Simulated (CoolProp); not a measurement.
Vapour-liquid equilibrium of CHF3 (R23) (1) + propylene (2) at -45.65 °C; x and y are mole fractions of (1).

Computed with CoolProp (multi-fluid Helmholtz-energy mixture model, Penoncello 2003 and Lemmon 2013; pair parameters Bell 2016).

```
x     bubble pressure (MPa)  y at the bubble point  dew pressure at overall composition x (MPa)  liquid density (mol/L)
----  ---------------------  ---------------------  -------------------------------------------  ----------------------
0.05                 0.1825                  0.407                                          ___                   14.57
0.2                  0.3363                  0.705                                       0.1374                   14.98
0.35                 0.4235                  0.786                                       0.1675                     ___
0.5                  0.4734                  0.825                                       0.2137                     ___
0.65                 0.5073                  0.856                                       0.2926                   16.50
0.8                  0.5371                  0.894                                       0.4416                   17.23
0.95                 0.5639                  0.962                                       0.5609                   18.15
```

### Question
Fill in the missing entries.

### Answer

- 0.05, dew pressure at overall composition x (MPa): 0.1164
- 0.35, liquid density (mol/L): 15.42
- 0.5, liquid density (mol/L): 15.91

No azeotrope shows between x = 0.05 and 0.95.

Pair parameters are fitted to limited data, so mixtures are less certain than the pure fluids. With so large a gap from Raoult's law the liquid may split in two, which this calculation doesn't test in full.
